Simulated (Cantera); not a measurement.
Cantera with NASA thermochemical tables; ideal gases at 1 bar, condensed phases pure. Values are per mole of reaction as written; species without (g) are pure solids or liquids, kept so even where they would boil at 1 bar.

a) 1.333 B + O2(g) ⇌ 0.6667 B2O3(g)
b) 2 C + O2(g) ⇌ 2 CO(g)
c) Nb + O2(g) ⇌ NbO2(g)

**Question.** Order these by ΔG° at 548 K, most negative first.

**Answer.** a (-544 kJ), b (-320 kJ), c (-216 kJ)
